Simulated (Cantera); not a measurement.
Cantera run:

```python
import numpy as np
import cantera as ct

gas_names = """
    B BF BF2 BF3 BH BHF2 BH2 BH3 BN B2 F F2 H HF H2 H2F2 H3F3 H4F4 H5F5 H6F6 H7F7 N NF NF2 NF3 NH NH2
    NH3 N2 N2H2 N2H4
""".split()
cond_names = """
    B(b) B(L) BN(s)
""".split()


# ... load() reads the species with a 1 bar reference pressure and builds the phases ...
atoms = {
    'BN': {'B': 1, 'N': 1},
    'HF': {'H': 1, 'F': 1},
    'H2': {'H': 2},
}
top_T = {'BN(s)': 3200}  # K; cautious upper limits of use, not melting points


# ... equilibrate(T, P, feed) seeds the gas with the atoms and calls Mixture.equilibrate('TP', solver="vcs", rtol=1e-11, max_steps=5000) ...
results = []
feed = {'BN': 1, 'HF': 30, 'H2': 0.47}  # mol
T = 2025  # K
P = 1333.22  # Pa
mix = equilibrate(T, P, feed)
results.append((T, P, feed, dict(zip(mix.species_names, mix.species_moles))))
print(gas.report(threshold=0.0001))
for i in range(1, mix.n_phases):
    print(f"{mix.phase(i).name:16s} {mix.phase_moles(i):12.5e} mol")
```

Output:

```
       temperature   2025 K
          pressure   1333.2 Pa
           density   0.0016225 kg/m^3
  mean mol. weight   20.489 kg/kmol
   phase of matter   gas

                          1 kg             1 kmol
                     ---------------   ---------------
          enthalpy       -1.0774e+07       -2.2076e+08  J
   internal energy       -1.1596e+07        -2.376e+08  J
           entropy             13384        2.7423e+05  J/K
    Gibbs function       -3.7877e+07       -7.7608e+08  J
 heat capacity c_p            1735.3             35555  J/K
 heat capacity c_v            1329.5             27241  J/K

                      mass frac. Y      mole frac. X     chem. pot. / RT
                     ---------------   ---------------   ---------------
               BF2         0.0024631          0.001034           -82.245
               BF3           0.10476          0.031656           -114.26
                 H        0.00020396         0.0041458            -13.31
                HF             0.864           0.88486           -45.326
                H2          0.006087          0.061864           -26.621
                N2          0.022377          0.016366           -35.413
     [  +25 minor]        0.00010834        7.0127e-05

B(b)              0.00000e+00 mol
BN(s)             0.00000e+00 mol
```

These are equilibrium values from Cantera (NASA tables, ideal gas, pure condensed phases), not measurements of a reactor. The tables' values for BF2 are old estimates; treat these amounts as uncertain.
